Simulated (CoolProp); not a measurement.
Model: reference Helmholtz-energy equation of state, Thol 2015, in CoolProp.

Q: For octamethylcyclotetrasiloxane (D4), give the phase and the density (kg/m³), speed of sound (m/s) at 139.65 °C and 0.18 MPa; 162.75 °C and 0.18 MPa; 254.75 °C and 0.18 MPa.

A: 
- 139.65 °C and 0.18 MPa: liquid; density 814, speed of sound 564
- 162.75 °C and 0.18 MPa: liquid; density 784, speed of sound 499
- 254.75 °C and 0.18 MPa: gas; density 13.1, speed of sound 114
